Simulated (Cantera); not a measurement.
Input: 1 mol ZrO2, 4.9 mol H2, 2.4 mol N2, at 1100 °C and 1.33 mbar.

Cantera equilibrium calculation (NASA polynomials, part measured and part estimated; ideal gas, pure solids and liquids). Candidate condensed phases: H2O, Zr, ZrN, ZrO2; 28 gas species. Kinetics and transport are ignored.

Base state: H2 0.671, N2 0.329, H 7.49e-5 (mole fractions); condensed: ZrO2(monoclinic).

Task: What changes in the equilibrium state with this change: temperature from 1100 °C to 1802 °C?

Result: 
| species | before | after |
|---|---|---|
| H2 | 0.671 | 0.623 |
| N2 | 0.329 | 0.319 |
| H | 7.49e-5 | 0.0576 |
| H2O | 1.18e-6 | 2.90e-5 |
| ZrO2(monoclinic), mol | 1.000 | 0 |
| ZrO2(tetragonal), mol | 0 | 1.000 |
